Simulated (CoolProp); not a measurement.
Cyclohexane along the isobar 176 bar: fugacity coefficient from the reference equation and from simpler models built on Tc = 280.5 °C, pc = 40.81 bar, ω = 0.209; each cubic takes its own stable root.

Computed with CoolProp (reference Helmholtz-energy equation of state, Zhou 2014).

| T (°C) | phase | reference |
|---|---|---|
| 251.55 | liquid | 0.1961 |
| 260.25 | liquid | 0.2126 |
| 268.95 | liquid | 0.2296 |
| 277.55 | liquid | 0.2467 |
| 286.25 | supercritical | 0.2645 |
| 294.85 | supercritical | 0.2823 |
| 303.55 | supercritical | 0.3005 |
| 312.25 | supercritical | 0.3190 |
| 320.85 | supercritical | 0.3373 |
| 329.55 | supercritical | 0.3559 |
| 338.15 | supercritical | 0.3743 |
| 346.85 | supercritical | 0.3929 |

Q: How far does each simpler model (van der Waals, Redlich-Kwong, Soave-Redlich-Kwong, Peng-Robinson) lie from the reference over these 12 states: mean and median of the absolute difference, and the worst?

A: 
- van der Waals: mean 22.0 %, median 20.1 %, worst +43.4 % at 251.55 °C and 176 bar
- Redlich-Kwong: mean 5.5 %, median 5.1 %, worst +11.1 % at 251.55 °C and 176 bar
- Soave-Redlich-Kwong: mean 7.4 %, median 7.4 %, worst +7.9 % at 346.85 °C and 176 bar
- Peng-Robinson: mean 1.9 %, median 1.9 %, worst -2.7 % at 251.55 °C and 176 bar
